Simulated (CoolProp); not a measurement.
Model: reference Helmholtz-energy equation of state, McLinden 2015, in CoolProp.

Question: For the fluoroketone C6F12O (FK-5-1-12), give the phase and the cp (kJ/(kg K)), cv (kJ/(kg K)) at 226.85 °C and 0.00887 MPa; 226.85 °C and 0.324 MPa; 226.85 °C and 2.8 MPa.

Answer: 
- 226.85 °C and 0.00887 MPa: gas; cp 1.06, cv 1.04
- 226.85 °C and 0.324 MPa: gas; cp 1.07, cv 1.04
- 226.85 °C and 2.8 MPa: supercritical; cp 1.31, cv 1.08
